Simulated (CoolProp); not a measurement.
The fluid at 298.15 K and 0.355 MPa flows at 8.4 m/s in a round tube of 2 mm bore and 1.5 µm roughness, fully developed (64/Re and Nu = 3.66 if laminar; Colebrook and Gnielinski if turbulent). The same conditions are run with several fluids, on thermodynamics alone (safety and materials aside).

The numbers come from the reference Helmholtz-energy equation of state of each fluid (R410A: Lemmon 2003; R13: Platzer 1990; C2F6 (R116): Lemmon 2006; ethane: Bücker 2006) in CoolProp. The equations of Platzer and Polt are older, rougher fits. Blends and air are pseudo-pure fits.

```json
[
 {"fluid": "R410A", "Reynolds number": "14100", "Darcy friction factor": "0.0296", "pressure drop (Pa/m)": "?", "heat-transfer coefficient (W/(m² K))": "301", "mass flow (kg/h)": "1.04"},
 {"fluid": "R13", "Reynolds number": "18100", "Darcy friction factor": "?", "pressure drop (Pa/m)": "?", "heat-transfer coefficient (W/(m² K))": "324", "mass flow (kg/h)": "1.47"},
 {"fluid": "C2F6 (R116)", "Reynolds number": "24400", "Darcy friction factor": "0.0264", "pressure drop (Pa/m)": "9560", "heat-transfer coefficient (W/(m² K))": "494", "mass flow (kg/h)": "1.95"},
 {"fluid": "ethane", "Reynolds number": "7900", "Darcy friction factor": "0.0339", "pressure drop (Pa/m)": "2650", "heat-transfer coefficient (W/(m² K))": "?", "mass flow (kg/h)": "0.420"}
]
```

Question: What belongs in the gaps?

Answer: 
- R410A, pressure drop (Pa/m): 5690
- R13, Darcy friction factor: 0.0280
- R13, pressure drop (Pa/m): 7650
- ethane, heat-transfer coefficient (W/(m² K)): 279

Transport values come from each fluid's own correlations; those of R13, C2F6 (R116) are estimates that may be off by 10 % or more.
